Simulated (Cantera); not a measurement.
An isothermal, constant-pressure homogeneous reactor starts with NO : N2 = 1 : 0.44 (molar parts), at 1725 K and 130000 Pa. Integrator tolerance rtol = 1e-08.

Model: GRI-Mech 3.0 (53 species, 325 reactions), integrated in Cantera.

Problem. What does this change do: temperature 1725 to 1875 K?

Solution. 
| quantity | before | after |
|---|---|---|
| x(NO) at 200 s | 0.00733 (gas-phase equilibrium 0.00373) | 0.00619 (gas-phase equilibrium 0.00619) |
| x(N2) at 200 s | 0.649 (gas-phase equilibrium 0.651) | 0.650 (gas-phase equilibrium 0.650) |
| x(O) at 200 s | 3.00e-5 (gas-phase equilibrium 3.01e-5) | 0.000124 (gas-phase equilibrium 0.000124) |
| x(NO2) at 200 s | 3.15e-5 (gas-phase equilibrium 1.61e-5) | 1.95e-5 (gas-phase equilibrium 1.95e-5) |
| x(N2O) at 200 s | 2.39e-7 (gas-phase equilibrium 2.25e-7) | 3.65e-7 (gas-phase equilibrium 3.65e-7) |
| x(O2) at 200 s | 0.344 (gas-phase equilibrium 0.345) | 0.344 (gas-phase equilibrium 0.344) |

Problem. What does this change do: pressure from 130000 Pa to 38000 Pa?

Solution. 
```tsv
quantity	before	after
x(NO) at 200 s	0.00733 (gas-phase equilibrium 0.00373)	0.0215 (gas-phase equilibrium 0.00373)
x(N2) at 200 s	0.649 (gas-phase equilibrium 0.651)	0.642 (gas-phase equilibrium 0.651)
x(O) at 200 s	3.00e-5 (gas-phase equilibrium 3.01e-5)	5.50e-5 (gas-phase equilibrium 5.57e-5)
x(NO2) at 200 s	3.15e-5 (gas-phase equilibrium 1.61e-5)	4.94e-5 (gas-phase equilibrium 8.70e-6)
x(N2O) at 200 s	2.39e-7 (gas-phase equilibrium 2.25e-7)	2.75e-7 (gas-phase equilibrium 1.22e-7)
x(O2) at 200 s	0.344 (gas-phase equilibrium 0.345)	0.336 (gas-phase equilibrium 0.345)
```
